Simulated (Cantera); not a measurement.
A closed system holds: 1 mol toluene, 0.87 mol NH3, 12 mol H2, equilibrated at 2948 K and 0.500 bar.

These are equilibrium values from Cantera (NASA tables, ideal gas, pure condensed phases), not measurements of a reactor. Candidate condensed phases: C, C6H6, C7H8, C8H18; 92 gas species. Kinetics and transport are ignored.

Base state: H2 0.758, H 0.165, C2H2 (acetylene) 0.0404, HCN 0.0174, N2 0.0120, HNC 0.00315, C2H 0.00140, C4H2 0.000900 (mole fractions); condensed: C(graphite).

Question: What changes in the equilibrium state with this change: toluene replaced by C?

Answer: 
```tsv
species	before	after
H2	0.758	0.771
H	0.165	0.167
C2H2 (acetylene)	0.0404	0.0219
N2	0.0120	0.0192
HCN	0.0174	0.0162
C6H2	2.12e-5	3.26e-6
C4H2	0.000900	0.000259
C3	0.000355	0.000138
C3H3 (propargyl)	1.06e-5	4.23e-6
C(graphite), mol	4.87	0
```

Question: What changes in the equilibrium state with this change: pressure from 0.500 bar to 0.00330 bar?

Answer: 
| species | before | after |
|---|---|---|
| H | 0.165 | 0.789 |
| H2 | 0.758 | 0.114 |
| C3 | 0.000355 | 0.0506 |
| C2H2 (acetylene) | 0.0404 | 0.00585 |
| HCN | 0.0174 | 0.00542 |
| N2 | 0.0120 | 0.00805 |
| CH4 | 2.37e-5 | 3.48e-9 |
| C3H3 (propargyl) | 1.06e-5 | 4.74e-8 |
| CH3 | 8.30e-5 | 3.86e-7 |
| C | 6.13e-5 | 0.00910 |
| C(graphite), mol | 4.87 | 0 |
